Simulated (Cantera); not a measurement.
An isothermal, constant-pressure homogeneous reactor starts with CO : O₂ : H₂O : N₂ : H₂ = 0.021 : 0.012 : 0.0044 : 1 : 0.02 (molar parts), at 1175 K and 0.550 bar.

Computed with Cantera and GRI-Mech 3.0 (53 species, 325 reactions).

One state of this run: x CO = 0.00816; x O₂ = <1e-12; x H₂O = 0.0152; x CO₂ = 0.0119; x OH = 8.47e-9; x H₂ = 0.00810. x: mole fraction; the columns are a selection and need not sum to one.

**Question.** Which value of t (s) does it belong to?
A) 12.8
B) 9.00e-5
C) 0.000490
D) 0.00267

**Answer.** A, 12.8
